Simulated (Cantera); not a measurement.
A closed system holds: 1 mol SiH₂Cl₂, 43 mol H₂, equilibrated at 1527 °C and 1.20 mbar.

Equilibrium computed with Cantera from the NASA thermochemical tables; the gas is ideal and each condensed phase is pure. The tables' values for SiCl are old estimates; treat these amounts as uncertain. Gases not in the tables: Si₂H₆ and higher silanes. The numbers say what is thermodynamically allowed, not how fast it happens.

| species | before | after |
|---|---|---|
| H₂ | 0.947 | 0.959 |
| HCl | 0.0353 | 0.0356 |
| SiCl₂ | 0.00408 | 0.00439 |
| H | 0.0101 | 0.000890 |
| Si | 0.00265 | 2.77e-5 |
| Si₂ | 1.60e-5 | 5.00e-8 |
| SiH | 0.000102 | 2.47e-6 |
| SiCl | 0.000288 | 1.68e-5 |
| Cl | 0.000287 | 2.64e-5 |
| SiH₂ | 2.83e-5 | 2.68e-6 |
| SiCl₃ | 2.59e-6 | 1.01e-5 |
| Si(l), mol | 0.674 | 0 |
| Si(s), mol | 0 | 0.799 |
Gas species are given as mole fractions.

Task: Name the change that produced these shifts.
A. temperature from 1527 °C to 1827 °C
B. H₂ from 43 to 1.6 mol
C. temperature from 1527 °C to 2100 °C
D. temperature from 1527 °C to 1277 °C

Result: D, temperature from 1527 °C to 1277 °C. The tables' values for SiCl, SiCl₃ are old estimates; treat these amounts as uncertain
